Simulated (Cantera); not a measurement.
An isothermal plug-flow reactor at 1100 K and 5.00 bar (inlet), inlet velocity 0.057 m/s, active area per volume 1400 1/m; feed CH₄ : O₂ : N₂ = 0.0068 : 0.042 : 0.79 (molar parts), equivalence ratio 0.32.

Model: Deutschmann's 1995 Pt surface mechanism with GRI-Mech 3.0 gas chemistry, integrated in Cantera. Catalytic surfaces can have several steady states; this one follows from the mechanism file's or the stated starting coverage. Mass transfer to the wall is taken as infinitely fast.

x: gas mole fraction; θ: surface coverage.

| z (m) | x CH₄ | x O₂ | x H₂O | x CO₂ | x CO | θ free Pt | θ O* | θ OH* |
|---|---|---|---|---|---|---|---|---|
| 8.8e-05 | 0.00606 | 0.0460 | 0.00408 | 0.00203 | 4.51e-6 | 0.259 | 0.739 | 0.00207 |
| 0.00019 | 0.00427 | 0.0425 | 0.00763 | 0.00380 | 3.21e-6 | 0.263 | 0.734 | 0.00282 |
| 0.00041 | 0.00193 | 0.0378 | 0.0122 | 0.00609 | 1.52e-6 | 0.268 | 0.729 | 0.00358 |
| 0.00088 | [?] | 0.0347 | 0.0154 | 0.00767 | [?] | 0.272 | 0.724 | 0.00403 |
| 0.0019 | 5.36e-6 | 0.0340 | 0.0161 | 0.00802 | 4.39e-8 | 0.273 | 0.723 | 0.00412 |
| 0.0041 | [?] | 0.0339 | 0.0162 | 0.00806 | [?] | 0.273 | 0.723 | 0.00413 |
| 0.0088 | 2.05e-10 | 0.0339 | 0.0162 | 0.00809 | 5.54e-9 | 0.273 | 0.723 | 0.00413 |

### Question
Fill in the missing entries.

### Answer

- 0.00088, x CH₄: 0.000314
- 0.00088, x CO: 4.02e-7
- 0.0041, x CH₄: 1.64e-9
- 0.0041, x CO: 1.56e-8
